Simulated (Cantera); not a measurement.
## Gas-phase reforming

An isothermal, constant-pressure homogeneous reactor starts with CH4 : CO2 = 1 : 1.8 (molar parts), at 1575 K and 4.93 atm.

Model: GRI-Mech 3.0 (53 species, 325 reactions), integrated in Cantera.

| t (s) | x CH4 | x CO2 | x CH2O | x C2H2 | x OH |
|---|---|---|---|---|---|
| 8.00e-6 | 0.357 | 0.643 | 3.37e-9 | 1.88e-11 | 1.01e-9 |
| 2.48e-5 | 0.357 | 0.643 | 6.79e-8 | 2.12e-9 | 1.14e-9 |
| 7.68e-5 | 0.357 | 0.643 | 5.76e-7 | 1.05e-7 | 1.36e-9 |
| 0.000238 | 0.356 | 0.643 | 2.45e-6 | 2.61e-6 | 1.90e-9 |
| 0.000737 | 0.352 | 0.642 | 6.67e-6 | 6.97e-5 | 4.30e-9 |
| 0.00228 | 0.337 | 0.636 | 8.60e-6 | 0.00163 | 1.42e-8 |
| 0.00707 | 0.296 | 0.611 | 6.62e-6 | 0.0142 | 4.04e-8 |
| 0.0219 | 0.220 | 0.535 | 4.94e-6 | 0.0434 | 1.05e-7 |
| 0.0679 | 0.115 | 0.371 | 5.26e-6 | 0.0795 | 2.77e-7 |
| 0.210 | 0.0434 | 0.224 | 4.13e-6 | 0.0896 | 4.46e-7 |
| 0.651 | 0.0364 | 0.164 | 1.61e-6 | 0.0566 | 3.39e-7 |
| 2.02 | 0.0326 | 0.115 | 6.88e-7 | 0.0230 | 2.29e-7 |
| 6.25 | 0.0202 | 0.0819 | 4.33e-7 | 0.00502 | 1.65e-7 |
| 19.4 | 0.00666 | 0.0662 | 3.67e-7 | 0.000394 | 1.37e-7 |
| 60.0 | 0.000623 | 0.0615 | 3.52e-7 | 3.09e-6 | 1.29e-7 |
x: mole fraction; the columns are a selection and need not sum to one.

Equilibrium at this temperature and pressure: CH4 6.80e-6, CO2 0.0611, CH2O 3.51e-7, C2H2 3.99e-10, OH 1.29e-7 (gas phase only).
